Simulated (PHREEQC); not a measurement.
PHREEQC input (Pitzer model, pitzer.dat):

```
SOLUTION 1
  temp 30
  units mol/kgw
  pH 7 charge
  Cl 0.0414
  Na 0.036
  K 0.0054
END
USE solution 1
INCREMENTAL_REACTIONS false
REACTION 1
  H2O -1
  0 9.886 18.011 24.689 30.178 34.689 38.397 41.444
  43.949 46.007 47.699 49.089 50.232 51.172 51.944 52.578
  53.1 53.528 53.88 54.17 54.408 54.603 54.764 54.896
  55.005 55.094 55.168 55.228 moles
EQUILIBRIUM_PHASES 1
  Halite 0 0
  Sylvite 0 0
SELECTED_OUTPUT 1
  -reset false
  -pH true
  -pe true
  -ionic_strength true
  -water true
  -activities H2O
  -totals Cl K Na
  -molalities H+ Na+ K+ Cl- OH-
  -equilibrium_phases Halite Sylvite
PRINT
  -reset false
END
```

Selected output (columns that matter, 16 of 28 rows; water left (kg) added in front):

```
water left (kg)	pH	mu	Cl	K	Na	m_H+	m_Na+	m_K+	m_Cl-	m_OH-	la_H2O	Halite
1	6.9114	0.0414	0.0414	0.0054	0.036	1.4515e-07	0.036	0.0054	0.0414	1.4515e-07	-0.00061286	0
0.675514	6.909	0.061287	0.061287	0.0079939	0.053293	1.4906e-07	0.053293	0.0079939	0.061287	1.4906e-07	-0.00090088	0
0.456313	6.9057	0.090727	0.090727	0.011834	0.078893	1.5326e-07	0.078893	0.011834	0.090727	1.5326e-07	-0.0013245	0
0.375043	6.9035	0.11039	0.11039	0.014398	0.095989	1.5542e-07	0.095989	0.014398	0.11039	1.5542e-07	-0.0016063	0
0.253345	6.8977	0.16341	0.16341	0.021315	0.1421	1.5972e-07	0.1421	0.021315	0.16341	1.5972e-07	-0.0023641	0
0.171138	6.8895	0.24191	0.24191	0.031554	0.21036	1.6372e-07	0.21036	0.031554	0.24191	1.6372e-07	-0.0034846	0
0.115613	6.8778	0.35809	0.35809	0.046708	0.31138	1.669e-07	0.31138	0.046708	0.35809	1.669e-07	-0.0051473	0
0.0780853	6.8612	0.53019	0.53019	0.069155	0.46103	1.6856e-07	0.46103	0.069155	0.53019	1.6856e-07	-0.00763	0
0.0641769	6.8503	0.64509	0.64509	0.084142	0.56095	1.685e-07	0.56095	0.084142	0.64509	1.685e-07	-0.0093048	0
0.0433504	6.8217	0.95501	0.95501	0.12457	0.83044	1.6581e-07	0.83044	0.12457	0.95501	1.6581e-07	-0.013904	0
0.0292979	6.7805	1.4131	1.4131	0.18431	1.2288	1.5833e-07	1.2288	0.18431	1.4131	1.5833e-07	-0.020958	0
0.0197855	6.7204	2.0924	2.0924	0.27293	1.8195	1.4421e-07	1.8195	0.27293	2.0924	1.4421e-07	-0.032078	0
0.0133718	6.6322	3.0961	3.0961	0.40384	2.6922	1.2215e-07	2.6922	0.40384	3.0961	1.2215e-07	-0.05016	0
0.0109937	6.5734	3.7658	3.7658	0.49119	3.2746	1.0818e-07	3.2746	0.49119	3.7658	1.0818e-07	-0.063431	0
0.0074265	6.4141	5.5746	5.5746	0.72713	4.8475	7.6142e-08	4.8475	0.72713	5.5746	7.6142e-08	-0.10451	0
0.00501235	6.3315	6.692	6.692	1.0773	5.6146	6.0913e-08	5.6146	1.0773	6.692	6.0913e-08	-0.13268	0.0078575
```
